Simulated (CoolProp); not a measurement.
Computed with CoolProp (reference Helmholtz-energy equation of state, McLinden 2015).

Task: Give the vapour pressure (bar), liquid cp (kJ/(kg K)), vapour Z of saturated the fluoroketone C6F12O (FK-5-1-12) at 12.95 °C.

Result: 
| T (°C) | p (bar) | liquid cp (kJ/(kg K)) | vapour Z |
|---|---|---|---|
| 12.95 | 0.237 | 1.10 | 0.977 |
